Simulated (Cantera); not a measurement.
An isothermal, constant-pressure homogeneous reactor starts with NO : N₂ = 1 : 5.9 (molar parts), at 2025 K and 0.930 bar. Integrator tolerance rtol = 1e-08.

Detailed kinetics in Cantera: GRI-Mech 3.0 (53 species, 325 reactions).

Question: What does this change do: temperature 2025 to 1923 K?

Answer: 
```json
[
 {"quantity": "x(NO) at 6.00 s", "before": "0.00811 (gas-phase equilibrium 0.00514)", "after": "0.0402 (gas-phase equilibrium 0.00387)"},
 {"quantity": "x(NO₂) at 6.00 s", "before": "7.37e-6 (gas-phase equilibrium 4.72e-6)", "after": "3.82e-5 (gas-phase equilibrium 4.26e-6)"},
 {"quantity": "x(O) at 6.00 s", "before": "0.000221 (gas-phase equilibrium 0.000223)", "after": "8.70e-5 (gas-phase equilibrium 0.000100)"},
 {"quantity": "x(N₂) at 6.00 s", "before": "0.923 (gas-phase equilibrium 0.925)", "after": "0.907 (gas-phase equilibrium 0.926)"},
 {"quantity": "x(O₂) at 6.00 s", "before": "0.0683 (gas-phase equilibrium 0.0698)", "after": "0.0523 (gas-phase equilibrium 0.0705)"},
 {"quantity": "x(N₂O) at 6.00 s", "before": "3.16e-7 (gas-phase equilibrium 3.01e-7)", "after": "8.97e-7 (gas-phase equilibrium 2.29e-7)"}
]
```
